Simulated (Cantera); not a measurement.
A closed system holds: 1 mol borazine, 1.5 mol H2, 110 mol N2, at 12.0 Pa.

These are equilibrium values from Cantera (NASA tables, ideal gas, pure condensed phases), not measurements of a reactor. Candidate condensed phases: B, BN; 15 gas species. The feed counts by its element totals alone. The tables' values for BH2 are old estimates; treat these amounts as uncertain. Kinetics and transport are ignored.

x: gas mole fraction; n: condensed amount in mol.

| T (°C) | x N2 | x H2 | x H | x B | x BN | x BH2 | x BH | n BN(s) | n B(s) |
|---|---|---|---|---|---|---|---|---|---|
| 502 | 0.961 | 0.0393 | 1.79e-11 | <1e-12 | <1e-12 | <1e-12 | <1e-12 | 3.00 | 0 |
| 602 | 0.961 | 0.0393 | 9.08e-10 | <1e-12 | <1e-12 | <1e-12 | <1e-12 | 3.00 | 0 |
| 702 | 0.961 | 0.0393 | 2.07e-8 | <1e-12 | <1e-12 | <1e-12 | <1e-12 | 3.00 | 0 |
| 802 | 0.961 | 0.0393 | 2.66e-7 | <1e-12 | <1e-12 | <1e-12 | <1e-12 | 3.00 | 0 |
| 902 | 0.961 | 0.0393 | 2.22e-6 | <1e-12 | <1e-12 | <1e-12 | <1e-12 | 3.00 | 0 |
| 1002 | 0.961 | 0.0393 | 1.33e-5 | <1e-12 | <1e-12 | 4.98e-12 | <1e-12 | 3.00 | 0 |
| 1102 | 0.961 | 0.0393 | 6.20e-5 | <1e-12 | <1e-12 | 1.05e-10 | <1e-12 | 3.00 | 0 |
| 1202 | 0.961 | 0.0392 | 0.000234 | 3.70e-11 | 2.79e-12 | 1.46e-9 | ? | 3.00 | 0 |
| 1302 | 0.960 | 0.0389 | 0.000748 | 2.41e-9 | 1.16e-10 | 1.44e-8 | ? | 3.00 | 0 |
| 1402 | 0.960 | 0.0382 | 0.00207 | 9.51e-8 | 3.08e-9 | 1.06e-7 | ? | 3.00 | 0 |
| 1502 | 0.958 | 0.0367 | 0.00506 | 2.47e-6 | 5.63e-8 | 6.06e-7 | ? | 3.00 | 0 |
| 1602 | 0.955 | 0.0336 | 0.0110 | 4.51e-5 | 7.50e-7 | 2.73e-6 | ? | 2.99 | 0 |
| 1702 | 0.950 | 0.0283 | 0.0210 | 0.000613 | 7.67e-6 | 9.64e-6 | ? | 2.93 | 0 |
| 1802 | 0.941 | 0.0205 | 0.0348 | 0.00370 | 3.56e-5 | 1.45e-5 | ? | 0 | 2.55 |

Task: Fill in the missing entries.

Result: 
- 1202, x BH: 2.50e-12
- 1302, x BH: 8.65e-11
- 1402, x BH: 1.94e-9
- 1502, x BH: 3.01e-8
- 1602, x BH: 3.39e-7
- 1702, x BH: 2.84e-6
- 1802, x BH: 1.02e-5
